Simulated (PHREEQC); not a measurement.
HF is added in steps, without added water, to 1 kg of water holding 0.0077 mol H2SO4 and 0.00064 mol NiCl2, at 20 °C. O2 is buffered at 0.21 atm. No CO2 enters from the air. Solids allowed: Ni(OH)2, Ni4(OH)6SO4, Morenosite. Others were left out.

Base run: PHREEQC, ion-association model, wateq4f.dat. Each further column changes one thing. The table gives F- (mol/kgw).

```tsv
HF added (mol)	base	0.00054 mol/kgw NaCl added	diluted 5-fold with water	0.00048 mol/kgw Ca(OH)2 added	no solid may form
0	0	0	0	0	0
0.0009	6.28e-5	6.29e-5	0.000195	6.68e-5	6.28e-5
0.0021	0.000145	0.000145	0.000428	0.000154	0.000145
0.003	0.000205	0.000205	0.000587	0.000218	0.000205
0.0039	0.000264	0.000265	0.000736	0.000281	0.000264
0.0051	0.000341	0.000342	0.000921	0.000363	0.000341
0.006	0.000398	0.000399	0.00105	0.000406	0.000398
0.0069	0.000454	0.000455	0.00117	0.000451	0.000454
0.0081	0.000527	0.000528	0.00133	0.000514	0.000527
0.009	0.000581	0.000582	0.00144	0.000562	0.000581
0.0099	0.000634	0.000636	0.00155	0.000611	0.000634
0.0111	0.000704	0.000705	0.00168	0.000676	0.000704
0.012	0.000755	0.000757	0.00178	0.000725	0.000755
```

wateq4f.dat counts part of the HF as a dimer, H2F2, which phreeqc.dat doesn't know; its constant is uncertain.  Solids allowed in the column '0.00054 mol/kgw NaCl added': Ni(OH)2, Ni4(OH)6SO4, Halite, Mirabilite, Morenosite. Solids allowed in the column '0.00048 mol/kgw Ca(OH)2 added': Gypsum, Fluorite, Portlandite, Ni(OH)2, Ni4(OH)6SO4, Morenosite.
